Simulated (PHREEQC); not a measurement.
Solution (25 °C): 0.0079 mol/kgw CuSO4, 0.00039 mol/kgw H2SO4 and 0.053 mol/kgw H3BO3. Closed to the air; pH follows from the charge balance.

Equilibrium calculation in PHREEQC: ion-association model, wateq4f.dat.

Each row changes one thing in this solution. This is a speciation only: nothing precipitates in the calculation.

```
case                                            pH  ionic strength (mol/kgw)  SO4-2 (mol/kgw)  HSO4- (mol/kgw)
--------------------------------------------  ----  ------------------------  ---------------  ---------------
as made                                       3.29                    0.0236          0.00590         0.000193
diluted 5-fold with water                     3.88                   0.00567          0.00143          1.45e-5
0.00072 mol/kgw NaHCO3 added                  4.28                    0.0238          0.00603          2.02e-5
CuSO4 replaced by K2SO4 at the same molality  3.31                    0.0235          0.00760         0.000233
H3BO3 left out                                3.29                    0.0236          0.00590         0.000193
```

Complexes and solids missing from the database can't appear.
